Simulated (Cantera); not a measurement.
# Gas-phase reforming

A perfectly stirred reactor is fed with CH4 : H2O : N2 = 1 : 3.3 : 0.019 (molar parts), at 105 Torr; it is held at 1648 K, and followed from long to short residence time.

Detailed kinetics in Cantera: GRI-Mech 3.0 (53 species, 325 reactions).

```csv
τ (s),x CH4,x H2O,x C2H6,x CH2,x O2,x O,x HCO
1.8,0.0334,0.487,1.00e-5,1.18e-7,7.94e-10,1.35e-9,3.79e-9
0.78,0.0463,0.544,2.13e-5,1.77e-7,1.03e-9,1.36e-9,4.74e-9
0.34,0.0639,0.599,4.42e-5,2.48e-7,1.36e-9,1.42e-9,6.25e-9
0.15,0.0879,0.645,8.82e-5,3.23e-7,1.82e-9,1.53e-9,8.25e-9
0.066,0.118,0.682,0.000166,3.95e-7,2.42e-9,1.77e-9,1.07e-8
0.029,0.152,0.712,0.000282,4.60e-7,2.97e-9,2.18e-9,1.32e-8
0.013,0.182,0.735,0.000410,5.06e-7,2.90e-9,2.69e-9,1.49e-8
0.0055,0.207,0.752,0.000482,4.92e-7,1.80e-9,2.95e-9,1.37e-8
0.0024,0.222,0.760,0.000378,3.64e-7,5.89e-10,2.31e-9,8.07e-9
0.0011,0.229,0.763,0.000179,1.82e-7,9.95e-11,1.17e-9,2.41e-9
```
x: mole fraction; the columns are a selection and need not sum to one.
